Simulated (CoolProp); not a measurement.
Vapour-liquid equilibrium of carbon dioxide (1) + isobutane (2) at 232.9 K; x and y are mole fractions of (1).

The numbers come from the multi-fluid Helmholtz-energy mixture model, Span 1996 and Bücker 2006; pair parameters Kunz 2012 in CoolProp.

Q: Give the bubble pressure and the first vapour's composition at x = 0.05, 0.35, 0.8. Is there an azeotrope?

A: x = 0.05: 0.1163 MPa, y = 0.760; x = 0.35: 0.5636 MPa, y = 0.957; x = 0.8: 0.8473 MPa, y = 0.982. No azeotrope shows between x = 0.05 and 0.95.

The pair parameters rest on a limited set of measurements; away from them the model extrapolates. With so large a gap from Raoult's law the liquid may split in two, which this calculation doesn't test in full.
